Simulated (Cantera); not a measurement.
Mixture: H2 : O2 : N2 = 1 : 0.312 : 1.17 (molar parts), at 10.0 bar, adiabatic and at constant pressure. Ignition delay is the time to a rise of 400 K.

Computed with Cantera and GRI-Mech 3.0 (53 species, 325 reactions). The hydrogen kinetics of GRI-Mech 3.0 are dated; newer H2 mechanisms differ, most at raised pressure.

What does this change do: N2 1.17 to 1.5 parts?


| quantity | before | after |
|---|---|---|
| delay at 975 K | 13.0 ms | 14.3 ms |
| delay at 1075 K | 1.31 ms | 1.44 ms |
| delay at 1175 K | 0.122 ms | 0.130 ms |
| delay at 1275 K | 7.75 µs | 8.53 µs |
| delay at 1375 K | 2.84 µs | 3.23 µs |
| apparent activation energy between 1275 and 1375 K | 150 kJ/mol | 140 kJ/mol |

What does this change do: pressure from 10.0 bar to 27.0 bar?


```json
[
 {"quantity": "delay at 975 K", "before": "13.0 ms", "after": "7.39 ms"},
 {"quantity": "delay at 1075 K", "before": "1.31 ms", "after": "0.911 ms"},
 {"quantity": "delay at 1175 K", "before": "0.122 ms", "after": "0.149 ms"},
 {"quantity": "delay at 1275 K", "before": "7.75 µs", "after": "26.6 µs"},
 {"quantity": "delay at 1375 K", "before": "2.84 µs", "after": "4.14 µs"},
 {"quantity": "apparent activation energy between 1275 and 1375 K", "before": "150 kJ/mol", "after": "270 kJ/mol"}
]
```
The pressure lies above the range GRI-Mech 3.0 was tuned for (to about 10 atm).
